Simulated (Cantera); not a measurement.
# Transport properties of process gases

Gas mixture: 57.3 % H₂O, 14.5 % CO₂, 28.2 % N₂, at 0.0266 atm, frozen composition.

Cantera's kinetic-theory transport with the Lennard-Jones parameters of GRI-Mech 3.0, ideal gas; thermal conductivity in the multicomponent form. Polar gases are described roughly by these parameters.

```json
[
 {"T (K)": "400", "ρ (kg/m³)": "0.0200", "cp (J/kg/K)": "1377", "μ (µPa s)": "17.5", "λ (mW/m/K)": "35.4", "Pr": "0.680", "D (cm²/s) CO₂": "10.5", "D (cm²/s) CH₃": "14.2", "D (cm²/s) H": "78.6"},
 {"T (K)": "600", "ρ (kg/m³)": "0.0133", "cp (J/kg/K)": "1469", "μ (µPa s)": "25.3", "λ (mW/m/K)": "55.2", "Pr": "0.672", "D (cm²/s) CO₂": "22.5", "D (cm²/s) CH₃": "29.7", "D (cm²/s) H": "164"},
 {"T (K)": "800", "ρ (kg/m³)": "0.00999", "cp (J/kg/K)": "1565", "μ (µPa s)": "32.5", "λ (mW/m/K)": "75.8", "Pr": "0.670", "D (cm²/s) CO₂": "38.0", "D (cm²/s) CH₃": "49.3", "D (cm²/s) H": "273"},
 {"T (K)": "1000", "ρ (kg/m³)": "0.00799", "cp (J/kg/K)": "1657", "μ (µPa s)": "39.2", "λ (mW/m/K)": "96.9", "Pr": "0.670", "D (cm²/s) CO₂": "56.5", "D (cm²/s) CH₃": "72.5", "D (cm²/s) H": "401"},
 {"T (K)": "1200", "ρ (kg/m³)": "0.00666", "cp (J/kg/K)": "1739", "μ (µPa s)": "45.5", "λ (mW/m/K)": "118", "Pr": "0.670", "D (cm²/s) CO₂": "77.8", "D (cm²/s) CH₃": "99.0", "D (cm²/s) H": "548"},
 {"T (K)": "1400", "ρ (kg/m³)": "0.00571", "cp (J/kg/K)": "1812", "μ (µPa s)": "51.4", "λ (mW/m/K)": "139", "Pr": "0.670", "D (cm²/s) CO₂": "101", "D (cm²/s) CH₃": "128", "D (cm²/s) H": "711"}
]
```
D: mixture-averaged diffusion coefficient of that species in the mixture.
